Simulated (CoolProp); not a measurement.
Vapour pressure (MPa) of c-C4F8 (RC318): the reference equation beside estimates from Tc = 388.4 K, pc = 2.778 MPa, ω = 0.355.

Model: reference Helmholtz-energy equation of state, Platzer 1990, in CoolProp. This equation is an older, rougher fit; its heat capacities, sound speeds and derivatives of the liquid may be far off and weren't checked against measurements.

```tsv
T (K)	reference	van der Waals	Redlich-Kwong
252	0.05164	0.3737	0.1237
263.7	0.08755	0.4757	0.1868
275.4	0.1407	0.5946	0.2706
287.1	0.2161	0.7312	0.3786
298.7	0.3180	0.8852	0.5127
310.4	0.4542	1.060	0.6785
322.1	0.6302	1.255	0.8779
333.8	0.8527	1.472	1.114
345.5	1.129	1.710	1.389
357.1	1.465	1.968	1.704
368.8	1.877	2.251	2.066
```

Absolute difference from the reference over all 11 rows, mean and median: van der Waals 201.6 and 133.4 %, Redlich-Kwong 59.1 and 49.4 %.
